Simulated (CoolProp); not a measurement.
Vapour-liquid equilibrium of R125 (1) + R245fa (2) at -0.25 °C; x and y are mole fractions of (1).

Computed with CoolProp (multi-fluid Helmholtz-energy mixture model, Lemmon 2005 and Akasaka 2015; pair parameters Bell 2016).

| x | bubble pressure, mixture model (MPa) | bubble pressure, Raoult's law (MPa) | y, mixture model | y, Raoult's law |
|---|---|---|---|---|
| 0.05 | 0.08665 | 0.08330 | 0.412 | 0.399 |
| 0.2 | 0.1820 | 0.1752 | 0.751 | 0.759 |
| 0.35 | 0.2709 | 0.2671 | 0.856 | 0.872 |
| 0.5 | 0.3573 | 0.3590 | 0.910 | 0.927 |
| 0.65 | 0.4441 | 0.4508 | 0.945 | 0.959 |
| 0.8 | 0.5342 | 0.5427 | 0.971 | 0.981 |
| 0.95 | 0.6308 | 0.6346 | 0.993 | 0.996 |

The largest gap from Raoult's law is +4.0 % in bubble pressure, at x = 0.05. No azeotrope shows between x = 0.05 and 0.95.

The pair parameters rest on a limited set of measurements; away from them the model extrapolates. The gap from Raoult's law changes sign with composition, which may be real or a fault of the pair parameters; it wasn't checked against measurements.
